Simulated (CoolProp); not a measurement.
Properties of R1234yf along the isobar 0.101 MPa.

Values from CoolProp's reference Helmholtz-energy equation of state, Lemmon 2022.

| T (K) | phase | cv (kJ/(kg K)) | isothermal compressibility (1/MPa) | expansivity (1/kK) | Prandtl number |
|---|---|---|---|---|---|
| 319.9 | gas | [?] | 10.08 | 3.316 | [?] |
| 331.1 | gas | [?] | 10.06 | 3.182 | 0.796 |
| 342.4 | gas | 0.9027 | 10.04 | 3.060 | 0.794 |
| 353.7 | gas | [?] | 10.02 | 2.948 | 0.792 |
| 364.9 | gas | 0.9407 | 10.01 | 2.846 | 0.791 |
| 376.2 | gas | [?] | 9.999 | 2.750 | 0.791 |
| 387.5 | gas | [?] | 9.989 | 2.662 | 0.790 |
| 398.7 | gas | [?] | 9.981 | 2.580 | 0.790 |
| 410 | gas | [?] | 9.973 | 2.503 | 0.790 |

**Question.** Complete the blanks.

**Answer.** 
- 319.9, cv (kJ/(kg K)): 0.8632
- 319.9, Prandtl number: 0.800
- 331.1, cv (kJ/(kg K)): 0.8830
- 353.7, cv (kJ/(kg K)): 0.9220
- 376.2, cv (kJ/(kg K)): 0.9592
- 387.5, cv (kJ/(kg K)): 0.9772
- 398.7, cv (kJ/(kg K)): 0.9946
- 410, cv (kJ/(kg K)): 1.012

Viscosity comes from a separate model (Bell 2016), an estimate that may be off by 10 % or more. Thermal conductivity comes from a separate model (Perkins 2011).
